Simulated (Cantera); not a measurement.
A freely propagating, adiabatic, planar premixed flame of 42.4 % H2, 15.1 % O2, 42.4 % N2, equivalence ratio 1.4, unburnt at 400 K and 91000 Pa; mixture-averaged transport, grid criteria slope 0.08 and curve 0.16, no radiation.

Model: the H2/O2 subset of GRI-Mech 3.0, which has no nitrogen chemistry, integrated in Cantera. Burning velocities carry a grid error of a few per cent, more on coarse grids.

Question: Predict: laminar burning velocity; thermal thickness; peak x(H); peak x(OH); peak x(H2O2).

Answer: 
```json
{
  "laminar_burning_velocity": "578 cm/s",
  "thermal_thickness": "0.415 mm",
  "peak x(H)": "0.0966",
  "peak x(OH)": "0.0163",
  "peak x(H2O2)": "7.22e-5"
}
```
